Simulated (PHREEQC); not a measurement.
Dissolve 0.037 mol H2SO4, 0.0047 mol FeCl3 and 0.0011 mol KCl per kg of water at 25 °C. Closed to the air; pH follows from the charge balance.

Equilibrium calculation in PHREEQC: ion-association model, wateq4f.dat.

Q: The ionic strength comes out as 0.0697 mol/kgw. What activity coefficients do FeSO4+, FeHSO4+2, Cl-, HSO4-, KSO4- get?

A: FeSO4+ 0.81, FeHSO4+2 0.41, Cl- 0.79, HSO4- 0.80, KSO4- 0.81.

This is a speciation only: nothing precipitates in the calculation. Saturation is exceeded, for instance for Hematite (slow to form), Goethite (slow to form); the values hold only as long as no solid forms. Complexes and solids missing from the database can't appear.
